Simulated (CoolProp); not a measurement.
Hexamethyldisiloxane (MM) along the isotherm 414.5 K: density (kg/m³) from the reference equation and from simpler models built on Tc = 518.7 K, pc = 1.931 MPa, ω = 0.418; each cubic takes its own stable root.

Values from CoolProp's reference Helmholtz-energy equation of state, Thol 2016.

| p (MPa) | phase | reference | Redlich-Kwong | Soave-Redlich-Kwong | Peng-Robinson |
|---|---|---|---|---|---|
| 0.743 | liquid | 624.2 | [?] | [?] | 654.2 |
| 1.49 | liquid | 627.9 | 544.4 | 583.5 | 660.6 |
| 2.23 | liquid | 631.4 | 553.2 | 589.4 | 666.4 |
| 2.97 | liquid | 634.6 | 561.0 | 594.8 | 671.9 |
| 3.71 | liquid | 637.7 | 568.1 | 599.8 | 676.9 |
| 4.46 | liquid | 640.7 | 574.7 | 604.5 | 681.7 |
| 5.2 | liquid | 643.5 | 580.7 | 608.9 | 686.2 |
| 5.94 | liquid | 646.2 | 586.3 | 613.1 | 690.4 |
| 6.68 | liquid | 648.8 | [?] | 617.0 | 694.4 |
| 7.43 | liquid | 651.3 | 596.4 | 620.8 | 698.3 |
| 8.17 | liquid | [?] | 601.0 | 624.3 | 701.9 |
| 8.91 | liquid | 656.0 | 605.3 | 627.7 | [?] |
| 9.66 | liquid | 658.3 | 609.4 | 631.0 | 708.7 |

Problem. What belongs in the gaps?

Solution. 
- 0.743, Redlich-Kwong: 534.3
- 0.743, Soave-Redlich-Kwong: 577.1
- 6.68, Redlich-Kwong: 591.5
- 8.17, reference: 653.7
- 8.91, Peng-Robinson: 705.3
